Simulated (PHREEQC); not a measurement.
Na3PO4 is added in steps, without added water, to 1 kg of water holding 0.019 mol NaOH and 0.0018 mol H4SiO4, at 25 °C. O2 is buffered at 0.21 atm. The system is closed to CO2. Only these solids could form: Quartz.

Base run: PHREEQC, ion-association model, wateq4f.dat. Each further column changes one thing. The table gives PO4-3 (mol/kgw).

```
Na3PO4 added (mol)     base  database phreeqc.dat  all activity coefficients set to 1  metal-ligand complexes left out  Debye-Hückel limiting law
------------------  -------  --------------------  ----------------------------------  -------------------------------  -------------------------
0                         0                     0                                   0                                0                          0
0.00475             0.00298               0.00306                             0.00215                          0.00301                    0.00326
0.0095              0.00636               0.00658                             0.00452                          0.00643                    0.00711
0.01425             0.00997                0.0104                             0.00703                           0.0101                     0.0113
0.019                0.0137                0.0143                             0.00966                           0.0139                     0.0157
0.02375              0.0176                0.0184                              0.0124                           0.0178                     0.0202
0.0285               0.0216                0.0225                              0.0152                           0.0218                     0.0248
0.03325              0.0256                0.0267                              0.0180                           0.0259                     0.0295
0.038                0.0297                0.0310                              0.0209                           0.0300                     0.0342
0.04275              0.0338                0.0353                              0.0239                           0.0342                     0.0390
0.0475               0.0379                0.0396                              0.0268                           0.0384                     0.0437
0.05225              0.0421                0.0440                              0.0299                           0.0426                     0.0485
0.057                0.0463                0.0484                              0.0329                           0.0469                     0.0534
```

H3PO4, which wateq4f.dat lacks, is added to it with the constant of phreeqc.dat.  phreeqc.dat and wateq4f.dat share most of their constants, so their agreement is no independent check. Solids allowed in the column 'database phreeqc.dat': SiO2(a).
